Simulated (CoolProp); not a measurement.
Computed with CoolProp (reference Helmholtz-energy equation of state, de Reuck 1990).

### Question
Give the vapour pressure (kPa), liquid density (kg/m³), vapour density (kg/m³) of saturated fluorine at 99.6, 103.7, 118 K.

### Answer
| T (K) | p (kPa) | liquid density (kg/m³) | vapour density (kg/m³) |
|---|---|---|---|
| 99.6 | 414 | 1390 | 20.8 |
| 103.7 | 570 | 1360 | 28.2 |
| 118 | 1460 | 1230 | 71.2 |
